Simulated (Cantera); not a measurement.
Input: 1 mol B2O3, 1.7 mol O2, 170 mol H2, held at 140 Pa.

Equilibrium computed with Cantera from the NASA thermochemical tables; the gas is ideal and each condensed phase is pure. Candidate condensed phases: B, B2O3, B3O3H3, H2O; 23 gas species. The numbers say what is thermodynamically allowed, not how fast it happens.

Question: At 1300 K, list the 5 most abundant gas species with their mole fractions, and the condensed phases.

Answer: H2 0.975, H2O 0.0149, HBO2 0.0100, B2O3 0.000133, HBO 8.54e-5. Condensed: B2O3(l).
